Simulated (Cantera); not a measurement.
# Equilibrium for silicon epitaxy and polysilicon growth: Si2Cl6 + HCl + N2

Charge: 1 mol Si2Cl6, 0.032 mol HCl, 75 mol N2, at 10.0 Torr.

Equilibrium computed with Cantera from the NASA thermochemical tables; the gas is ideal and each condensed phase is pure. Candidate condensed phases: NH4Cl, Si, Si3N4; 28 gas species. The feed counts by its element totals alone. N2 is the only nitrogen source here; it is nearly inert below about 1500 K, so the nitride shown seldom forms there in practice. The tables' values for SiCl3 are old estimates; treat these amounts as uncertain. Rates play no part.

```tsv
T (°C)	x N2	x SiCl4	x SiCl2	x SiCl3	n Si3N4(s)
777	0.980	0.0196	5.16e-6	7.48e-5	0.166
827	0.980	0.0195	2.23e-5	0.000177	0.165
877	0.980	0.0193	8.41e-5	0.000386	0.163
927	0.980	0.0189	0.000282	0.000780	0.158
977	0.979	0.0181	0.000846	0.00146	0.147
1027	0.978	0.0166	0.00227	0.00252	0.122
1077	0.976	0.0139	0.00540	0.00389	0.0730
1127	0.974	0.0104	0.0105	0.00507	0
1177	0.974	0.0102	0.0103	0.00538	0
```
x: gas mole fraction; n: condensed amount in mol.

From 777 °C to 1077 °C the condensed part is Si3N4(s). From 1127 °C to 1177 °C nothing is condensed. The main Si-bearing gas is SiCl4 at 777 °C and SiCl2 at 1177 °C.
